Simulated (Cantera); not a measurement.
Charge: 1 mol Si, 0.59 mol Cl2, 3.3 mol H2, held at 8.30 bar.

Equilibrium computed with Cantera from the NASA thermochemical tables; the gas is ideal and each condensed phase is pure. Candidate condensed phases: Si; 19 gas species. The tables' values for SiCl3 are old estimates; treat these amounts as uncertain. Kinetics and transport are ignored. All values below are at 950 °C.

Base state: H2 0.883, SiHCl3 0.0426, SiCl4 0.0383, HCl 0.0246, SiH2Cl2 0.00630, SiCl3 0.00283, SiCl2 0.00166, SiH3Cl 0.000257 (mole fractions); condensed: Si(s).

What changes in the equilibrium state with this change: Cl2 from 0.59 to 1.3 mol?


| species | before | after |
|---|---|---|
| H2 | 0.883 | 0.785 |
| SiCl4 | 0.0383 | 0.0919 |
| SiHCl3 | 0.0426 | 0.0773 |
| HCl | 0.0246 | 0.0288 |
| SiCl3 | 0.00283 | 0.00545 |
| SiCl2 | 0.00166 | 0.00257 |
| Si(s), mol | 0.671 | 0.275 |
